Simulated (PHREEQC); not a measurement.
Consider water at 21 °C with 7 mmol/kgw HF, 0.055 mmol/kgw KF, 0.53 mmol/kgw H2SiF6 and 0.35 mmol/kgw HCl. Closed to the air; pH follows from the charge balance.

The numbers come from PHREEQC with the ion-association model, phreeqc.dat.

Each row changes one thing in this solution. No solid was allowed to form.

```tsv
case	pH	ionic strength (mol/kgw)	HF (mol/kgw)	F- (mol/kgw)	HF2- (mol/kgw)	H4SiO4 (mol/kgw)	SI of Quartz (SiO2)
as made	2.56	0.00349	0.00547	0.00152	3.10e-5	3.87e-7	-2.37
KF from 5.5e-05 to 0.00011 mol/kgw	2.57	0.00352	0.00550	0.00155	3.16e-5	3.67e-7	-2.39
H2SiF6 from 0.00053 to 0.000795 mol/kgw	?	0.00415	0.00561	0.00139	2.90e-5	6.25e-7	-2.16
HF from 0.007 to 0.0077 mol/kgw	2.55	0.00360	0.00605	0.00163	3.66e-5	2.26e-7	-2.61
diluted 5-fold with water	3.04	0.000995	0.00102	0.000823	3.11e-6	7.29e-5	-0.10
HF from 0.007 to 0.0035 mol/kgw	2.67	0.00285	0.00269	0.000947	9.46e-6	1.68e-5	-0.73
temperature from 21 to 85 °C	2.80	0.00180	?	0.00115	4.11e-5	0.000443	-0.11
HCl left out	2.60	0.00325	0.00537	0.00163	3.24e-5	3.69e-7	-2.39
diluted 10-fold with water	3.23	0.000606	0.000451	0.000568	9.51e-7	5.26e-5	-0.24
```

### Question
Some entries are withheld; supply them.

### Answer

- H2SiF6 from 0.00053 to 0.000795 mol/kgw, pH: 2.51
- temperature from 21 to 85 °C, HF (mol/kgw): 0.00848

Complexes and solids missing from the database can't appear. Constants without temperature data keep their 25 °C values here. SiF6-2 is the database's only silicon fluoride.
